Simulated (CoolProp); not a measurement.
R407C along the isotherm 65.25 °C: Z from the reference equation and from simpler models built on Tc = 86.2 °C, pc = 4.632 MPa, ω = 0.363; each cubic takes its own stable root.

Values from CoolProp's reference Helmholtz-energy equation of state, Lemmon 2003. It is a pseudo-pure fit of the blend.

```json
[
 {"p (MPa)": "4.63", "phase": "liquid", "reference": "0.1488"},
 {"p (MPa)": "6.95", "phase": "liquid", "reference": "0.2142"},
 {"p (MPa)": "9.26", "phase": "liquid", "reference": "0.2773"},
 {"p (MPa)": "11.6", "phase": "liquid", "reference": "0.3395"},
 {"p (MPa)": "13.9", "phase": "liquid", "reference": "0.3993"},
 {"p (MPa)": "16.2", "phase": "liquid", "reference": "0.4581"},
 {"p (MPa)": "18.5", "phase": "liquid", "reference": "0.5159"},
 {"p (MPa)": "20.8", "phase": "liquid", "reference": "0.5728"},
 {"p (MPa)": "23.2", "phase": "liquid", "reference": "0.6315"}
]
```

Question: How far does each simpler model (van der Waals, Redlich-Kwong, Soave-Redlich-Kwong, Peng-Robinson) lie from the reference over these 9 states: mean and median of the absolute difference, and the worst?

Answer: 
- van der Waals: mean 52.0 %, median 50.1 %, worst +63.8 % at 65.25 °C and 4.63 MPa
- Redlich-Kwong: mean 17.1 %, median 15.9 %, worst +25.8 % at 65.25 °C and 4.63 MPa
- Soave-Redlich-Kwong: mean 14.2 %, median 13.5 %, worst +19.2 % at 65.25 °C and 4.63 MPa
- Peng-Robinson: mean 2.0 %, median 1.3 %, worst +5.9 % at 65.25 °C and 4.63 MPa
